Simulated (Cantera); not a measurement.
Charge: 1 mol BCl₃, 0.31 mol N₂, 24 mol H₂, 1.9 mol O₂, at 977 °C and 7.70 mbar.

These are equilibrium values from Cantera (NASA tables, ideal gas, pure condensed phases), not measurements of a reactor. Candidate condensed phases: B, BN, B₂O₃, B₃O₃H₃, H₂O, NH₄Cl; 49 gas species. Gases not in the tables: H₃BO₃. Kinetics and transport are ignored.

Base state: H₂ 0.780, HCl 0.116, H₂O 0.0861, N₂ 0.0120, HBO₂ 0.00550, (HBO₂)₃ 2.16e-5 (mole fractions); condensed: B₂O₃(l).

**Question.** What changes in the equilibrium state with this change: pressure from 7.70 mbar to 0.100 bar?

**Answer.** 
```
species        before    after
------------  -------  -------
H₂              0.780    0.782
HCl             0.116    0.116
H₂O            0.0861   0.0882
HBO₂          0.00550  0.00154
N₂             0.0120   0.0120
(HBO₂)₃       2.16e-5  8.07e-5
B₂O₃(l), mol    0.428    0.477
```

**Question.** What changes in the equilibrium state with this change: pressure from 7.70 mbar to 14.0 mbar?

**Answer.** 
| species | before | after |
|---|---|---|
| H₂ | 0.780 | 0.781 |
| HCl | 0.116 | 0.116 |
| H₂O | 0.0861 | 0.0868 |
| HBO₂ | 0.00550 | 0.00410 |
| N₂ | 0.0120 | 0.0120 |
| (HBO₂)₃ | 2.16e-5 | 2.95e-5 |
| B₂O₃(l), mol | 0.428 | 0.446 |
